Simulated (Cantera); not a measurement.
Feed: 1 mol B₂H₆, 3.4 mol H₂, held at 0.100 bar.

Equilibrium computed with Cantera from the NASA thermochemical tables; the gas is ideal and each condensed phase is pure. Candidate condensed phases: B; 7 gas species. The feed counts by its element totals alone. The tables' values for BH₂ are old estimates; treat these amounts as uncertain. Gases not in the tables: B₂H₆ and higher boranes. The numbers say what is thermodynamically allowed, not how fast it happens.

x: gas mole fraction; n: condensed amount in mol.

| T (K) | x H₂ | x H | x BH₂ | x B | x BH | x BH₃ | x B₂ | n B(s) |
|---|---|---|---|---|---|---|---|---|
| 1575 | 1.000 | 0.000131 | 2.07e-5 | … | 8.52e-10 | 2.73e-6 | <1e-12 | 2.00 |
| 1675 | 1.000 | 0.000367 | 4.98e-5 | … | 6.18e-9 | 4.09e-6 | <1e-12 | 2.00 |
| 1775 | 0.999 | 0.000915 | 0.000109 | … | 3.57e-8 | 5.83e-6 | <1e-12 | 2.00 |
| 1875 | 0.998 | 0.00207 | 0.000217 | … | 1.71e-7 | 7.98e-6 | <1e-12 | 2.00 |
| 1975 | 0.995 | 0.00432 | 0.000403 | … | 6.94e-7 | 1.05e-5 | 7.31e-12 | 2.00 |
| 2075 | 0.991 | 0.00838 | 0.000702 | … | 2.45e-6 | 1.35e-5 | 7.93e-11 | 2.00 |
| 2175 | 0.983 | 0.0153 | 0.00116 | … | 7.69e-6 | 1.67e-5 | 6.87e-10 | 1.99 |
| 2275 | 0.972 | 0.0265 | 0.00181 | … | 2.17e-5 | 2.02e-5 | 4.89e-9 | 1.99 |

Some entries are withheld; supply them.


- 1575, x B: 1.62e-10
- 1675, x B: 2.05e-9
- 1775, x B: 1.95e-8
- 1875, x B: 1.45e-7
- 1975, x B: 8.74e-7
- 2075, x B: 4.44e-6
- 2175, x B: 1.93e-5
- 2275, x B: 7.39e-5
